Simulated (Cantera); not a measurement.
A perfectly stirred reactor is fed with NO : N2 = 1 : 0.083 (molar parts), at 1500 Pa; it is held at 1800 K, and followed from long to short residence time.

Cantera simulation using GRI-Mech 3.0 (53 species, 325 reactions); the numbers are that mechanism's predictions, not measurements. Radical loss at walls, strong at low pressure, is not modelled.

x: mole fraction; the columns are a selection and need not sum to one.

```json
[
 {"τ (s)": "14", "x NO": "0.815", "x NO2": "0.000116", "x N2": "0.130", "x N2O": "0.000196", "x O2": "0.0537"},
 {"τ (s)": "5.7", "x NO": "0.878", "x NO2": "…", "x N2": "…", "x N2O": "0.000240", "x O2": "…"},
 {"τ (s)": "2.3", "x NO": "0.905", "x NO2": "5.74e-5", "x N2": "0.0854", "x N2O": "0.000259", "x O2": "0.00878"},
 {"τ (s)": "0.90", "x NO": "0.916", "x NO2": "4.47e-5", "x N2": "0.0799", "x N2O": "0.000255", "x O2": "0.00326"},
 {"τ (s)": "0.36", "x NO": "0.921", "x NO2": "3.79e-5", "x N2": "0.0778", "x N2O": "0.000228", "x O2": "0.00117"},
 {"τ (s)": "0.14", "x NO": "0.922", "x NO2": "3.20e-5", "x N2": "0.0770", "x N2O": "0.000174", "x O2": "0.000359"},
 {"τ (s)": "0.057", "x NO": "0.923", "x NO2": "2.40e-5", "x N2": "0.0767", "x N2O": "0.000109", "x O2": "9.11e-5"},
 {"τ (s)": "0.023", "x NO": "0.923", "x NO2": "…", "x N2": "0.0767", "x N2O": "…", "x O2": "…"},
 {"τ (s)": "0.0090", "x NO": "0.923", "x NO2": "3.75e-6", "x N2": "0.0766", "x N2O": "2.47e-5", "x O2": "1.92e-6"},
 {"τ (s)": "0.0036", "x NO": "0.923", "x NO2": "7.94e-7", "x N2": "0.0766", "x N2O": "1.03e-5", "x O2": "2.77e-7"}
]
```

Q: Some entries are withheld; supply them.

A: 
- 5.7, x NO2: 8.07e-5
- 5.7, x N2: 0.0989
- 5.7, x O2: 0.0222
- 0.023, x NO2: 1.26e-5
- 0.023, x N2O: 5.63e-5
- 0.023, x O2: 1.55e-5
